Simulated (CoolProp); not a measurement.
Computed with CoolProp (reference Helmholtz-energy equation of state, Lemmon 2005).

Task: Give the vapour pressure (MPa), vapour density (kg/m³), enthalpy of vaporisation (kJ/kg), surface tension (mN/m) of saturated R125 at 236.3, 252.5 K.

Result: 
| T (K) | p (MPa) | vapour density (kg/m³) | enthalpy of vaporisation (kJ/kg) | surface tension (mN/m) |
|---|---|---|---|---|
| 236.3 | 0.171 | 11.1 | 158 | 12.0 |
| 252.5 | 0.329 | 20.8 | 148 | 9.71 |

Surface tension comes from a separate correlation (Mulero 2012).
